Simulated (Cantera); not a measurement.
Standard-state values (1 bar) from the NASA 1993 polynomials, evaluated with Cantera. Values are per mole of reaction as written; species without (g) are pure solids or liquids, kept so even where they would boil at 1 bar. TiC: taken at fixed stoichiometry.

3 Ti + C₃H₈(g) = 8 H(g) + 3 TiC

| T (K) | ΔH° (kJ) | ΔS° (J/K) | ΔG° (kJ) | log10 K | condensed phases |
|---|---|---|---|---|---|
| 650 | [?] | [?] | [?] | [?] | Ti(α), TiC(s) |
| 850 | [?] | [?] | [?] | [?] | Ti(α), TiC(s) |
| 1050 | 1360.0 | 745.1 | 577.7 | -28.74 | Ti(α), TiC(s) |
| 1250 | 1355.3 | 741.0 | 429.1 | -17.93 | Ti(β), TiC(s) |
| 1450 | [?] | [?] | [?] | [?] | Ti(β), TiC(s) |

Some entries are withheld; supply them.


- 650, ΔH° (kJ): 1334.2
- 650, ΔS° (J/K): 713.2
- 650, ΔG° (kJ): 870.6
- 650, log10 K: -69.96
- 850, ΔH° (kJ): 1349.5
- 850, ΔS° (J/K): 733.9
- 850, ΔG° (kJ): 725.7
- 850, log10 K: -44.59
- 1450, ΔH° (kJ): 1362.8
- 1450, ΔS° (J/K): 746.6
- 1450, ΔG° (kJ): 280.3
- 1450, log10 K: -10.10
